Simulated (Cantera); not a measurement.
A freely propagating, adiabatic, planar premixed flame of CO : H₂ : O₂ : N₂ = 1 : 0.089 : 0.389 : 1.46 (molar parts), equivalence ratio 1.4, unburnt at 675 K and 4.93 atm; unity-Lewis-number transport, grid criteria slope 0.08 and curve 0.16, no radiation.

Computed with Cantera and GRI-Mech 3.0 (53 species, 325 reactions). The hydrogen kinetics of GRI-Mech 3.0 are dated; newer H2 mechanisms differ, most at raised pressure. Unity Lewis numbers drop preferential diffusion, which matters most where H2 and H carry the flame. Burning velocities carry a grid error of a few per cent, more on coarse grids.

x: mole fraction of selected species; z is measured from the peak of heat release.

| z (mm) | T (K) | u (m/s) | x CO | x H₂ | x O₂ | x OH | x H | x H₂O |
|---|---|---|---|---|---|---|---|---|
| -0.303 | 675 | 1.57 | 0.340 | 0.0303 | 0.132 | <1e-8 | <1e-8 | 2.16e-7 |
| -0.202 | 675 | 1.57 | 0.340 | 0.0303 | 0.132 | <1e-8 | <1e-8 | 3.16e-6 |
| -0.151 | 676 | 1.57 | 0.340 | 0.0303 | 0.132 | <1e-8 | <1e-8 | 1.74e-5 |
| -0.101 | 680 | 1.58 | 0.340 | 0.0302 | 0.132 | <1e-8 | <1e-8 | 0.000117 |
| -0.0504 | [?] | 1.72 | 0.336 | 0.0286 | 0.129 | [?] | [?] | [?] |
| -0.0252 | 982 | 2.24 | 0.318 | 0.0220 | 0.116 | 0.000143 | 0.000253 | 0.00842 |
| 0 | 1443 | 3.20 | 0.270 | 0.00737 | 0.0809 | 0.00194 | 0.00508 | 0.0208 |
| 0.0252 | [?] | 3.84 | [?] | [?] | [?] | [?] | 0.00969 | 0.0224 |
| 0.0504 | 1956 | 4.18 | 0.196 | 0.00347 | 0.0367 | 0.00551 | 0.0105 | 0.0214 |
| 0.101 | 2149 | 4.53 | 0.177 | 0.00361 | 0.0271 | 0.00630 | 0.00790 | 0.0227 |
| 0.202 | 2317 | 4.82 | 0.162 | 0.00321 | 0.0202 | 0.00599 | 0.00465 | 0.0253 |
| 0.403 | 2452 | 5.05 | 0.149 | 0.00282 | 0.0138 | 0.00515 | 0.00272 | 0.0274 |
| 0.807 | 2548 | 5.20 | 0.139 | 0.00254 | 0.00865 | 0.00416 | 0.00167 | 0.0290 |

Question: Complete the blanks.

Answer: 
- -0.0504, T (K): 742
- -0.0504, x OH: 4.61e-7
- -0.0504, x H: 4.87e-7
- -0.0504, x H₂O: 0.00176
- 0.0252, T (K): 1770
- 0.0252, x CO: 0.222
- 0.0252, x H₂: 0.00311
- 0.0252, x O₂: 0.0505
- 0.0252, x OH: 0.00412
